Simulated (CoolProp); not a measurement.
Vapour-liquid equilibrium of R125 (1) + propane (2) at 32.65 °C; x and y are mole fractions of (1).

The numbers come from the multi-fluid Helmholtz-energy mixture model, Lemmon 2005 and Lemmon 2009; pair parameters Bell 2016 in CoolProp.

```csv
x,bubble pressure (bar),y at the bubble point,dew pressure at overall composition x (bar),liquid density (mol/L)
0.05,13.21,0.140,12.07,10.72
0.15,15.67,0.305,13.34,10.39
0.25,17.27,0.402,14.80,10.07
0.35,18.32,0.472,16.41,9.789
0.45,19.01,0.531,18.01,9.554
0.55,19.42,0.588,19.18,9.382
0.65,19.56,0.649,19.56,9.285
0.75,19.38,0.719,19.20,9.267
0.85,18.78,0.806,18.37,9.321
0.95,17.62,0.923,17.33,9.434
```

y crosses x between x = 0.55 and 0.65: the model has an azeotrope there.

Pair parameters are fitted to limited data, so mixtures are less certain than the pure fluids.
